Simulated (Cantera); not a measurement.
A freely propagating, adiabatic, planar premixed flame of 7.75 % CH4, 0.775 % CO, 17.0 % O2, 64.2 % N2, 10.1 % CO2, 0.163 % H2O, unburnt at 425 K and 1200 Torr; mixture-averaged transport, grid criteria slope 0.08 and curve 0.16, no radiation.

Cantera simulation using GRI-Mech 3.0 (53 species, 325 reactions); the numbers are that mechanism's predictions, not measurements. Burning velocities carry a grid error of a few per cent, more on coarse grids.

x: mole fraction of selected species; z is measured from the peak of heat release.

| z (mm) | T (K) | u (m/s) | x CH4 | x CO | x O2 | x C2H4 | x HO2 | x CH2O |
|---|---|---|---|---|---|---|---|---|
| -1.40 | 425 | 0.269 | 0.0774 | 0.00775 | 0.170 | 2.11e-8 | 3.40e-8 | ? |
| -0.933 | 428 | 0.272 | 0.0770 | 0.00779 | 0.170 | 3.83e-7 | 4.20e-7 | ? |
| -0.699 | 442 | 0.281 | 0.0759 | 0.00805 | 0.169 | 2.78e-6 | 2.32e-6 | ? |
| -0.466 | 521 | 0.332 | 0.0706 | 0.00968 | 0.162 | 2.34e-5 | 1.60e-5 | ? |
| -0.233 | 900 | 0.579 | 0.0474 | 0.0190 | 0.128 | 0.000192 | 9.29e-5 | ? |
| -0.117 | 1265 | 0.817 | 0.0250 | 0.0294 | 0.0909 | 0.000366 | 0.000122 | ? |
| 0 | 1622 | 1.05 | 0.00432 | 0.0377 | 0.0497 | 0.000157 | 7.57e-5 | ? |
| 0.117 | 1759 | 1.13 | 0.000106 | 0.0303 | 0.0308 | 1.70e-6 | 1.55e-5 | ? |
| 0.233 | 1816 | 1.16 | 1.37e-6 | 0.0233 | 0.0258 | <1e-8 | 9.91e-6 | ? |
| 0.466 | 1881 | 1.20 | <1e-8 | 0.0174 | 0.0220 | <1e-8 | 6.29e-6 | <1e-8 |
| 0.933 | 1944 | 1.24 | <1e-8 | 0.0124 | 0.0188 | <1e-8 | 3.45e-6 | <1e-8 |
| 1.87 | 1991 | 1.26 | <1e-8 | 0.00795 | 0.0161 | <1e-8 | 1.78e-6 | <1e-8 |
| 3.73 | 2022 | 1.28 | <1e-8 | 0.00481 | 0.0144 | <1e-8 | 9.94e-7 | <1e-8 |

### Question
Fill in the missing entries.

### Answer

- -1.40, x CH2O: 9.71e-8
- -0.933, x CH2O: 1.79e-6
- -0.699, x CH2O: 1.31e-5
- -0.466, x CH2O: 0.000109
- -0.233, x CH2O: 0.000724
- -0.117, x CH2O: 0.000875
- 0, x CH2O: 0.000364
- 0.117, x CH2O: 1.79e-5
- 0.233, x CH2O: 2.69e-7
